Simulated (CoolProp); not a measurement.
Saturation properties of toluene.

Model: reference Helmholtz-energy equation of state, Lemmon 2006, in CoolProp. It is a short technical equation, of lower accuracy than the large ones.

```tsv
T (K)	p (MPa)	liquid density (kg/m³)	vapour density (kg/m³)	surface tension (mN/m)	vapour viscosity (µPa s)	liquid conductivity (mW/(m K))
427.8	0.3056	(withheld)	8.675	13.2	9.74	96.8
448.4	0.4710	(withheld)	13.20	11.1	10.2	92.4
469	0.6964	681.8	19.47	9.05	10.7	88.5
489.6	0.9943	653.5	28.11	7.14	11.2	85.0
510.2	1.379	622.1	40.05	5.34	11.9	81.9
530.8	1.865	585.7	56.96	3.67	12.7	79.3
551.4	(withheld)	(withheld)	(withheld)	2.15	13.8	77.2
572	3.229	480.9	(withheld)	0.856	(withheld)	76.1
```

Some entries are withheld; supply them.


- 427.8, liquid density (kg/m³): 731.7
- 448.4, liquid density (kg/m³): 707.6
- 551.4, p (MPa): 2.474
- 551.4, liquid density (kg/m³): 541.4
- 551.4, vapour density (kg/m³): 82.22
- 572, vapour density (kg/m³): 125.1
- 572, vapour viscosity (µPa s): 15.7

It boils at 383.7 K under 1 atm.

Viscosity comes from a separate model (Avgeri 2015). Thermal conductivity comes from a separate model (Assael 2012). Surface tension comes from a separate correlation (Mulero 2012).
